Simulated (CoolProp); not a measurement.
R152A along the isotherm 365.2 K: Z from the reference equation and from simpler models built on Tc = 386.4 K, pc = 4.517 MPa, ω = 0.275; each cubic takes its own stable root.

Model: reference Helmholtz-energy equation of state, Outcalt 1996, in CoolProp. It is a modified Benedict-Webb-Rubin equation, recast in Helmholtz form.

| p (MPa) | phase | reference |
|---|---|---|
| 0.847 | gas | 0.9096 |
| 1.69 | gas | 0.8060 |
| 2.54 | gas | 0.6742 |
| 3.39 | liquid | 0.1089 |
| 4.23 | liquid | 0.1326 |
| 5.08 | liquid | 0.1561 |
| 5.93 | liquid | 0.1794 |
| 6.78 | liquid | 0.2022 |

Q: How far does each simpler model (Soave-Redlich-Kwong, Peng-Robinson) lie from the reference over these 8 states: mean and median of the absolute difference, and the worst?

A: 
- Soave-Redlich-Kwong: mean 18.7 %, median 26.2 %, worst +31.8 % at 365.2 K and 3.39 MPa
- Peng-Robinson: mean 9.1 %, median 12.4 %, worst +16.9 % at 365.2 K and 3.39 MPa
